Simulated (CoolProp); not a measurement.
Saturation properties of chlorine (Tc = 416.9 K, pc = 7642 kPa, ω = 0.070).

The numbers come from the reference Helmholtz-energy equation of state, Thol 2021 in CoolProp.

| T (K) | p (kPa) | liquid density (kg/m³) | vapour density (kg/m³) |
|---|---|---|---|
| 239.9 | 104.5 | 1562 | 3.818 |
| 254.2 | 187.8 | 1522 | 6.571 |
| 268.5 | 315.1 | 1481 | 10.63 |
| 282.7 | 497.7 | 1440 | 16.31 |
| 297 | 751.8 | 1396 | 24.12 |
| 311.3 | 1091 | 1351 | 34.52 |
| 325.5 | 1525 | 1303 | 48.03 |
| 339.8 | 2075 | 1252 | 65.66 |
| 354.1 | 2753 | 1195 | 88.53 |

It boils at 239.2 K under 1 atm.
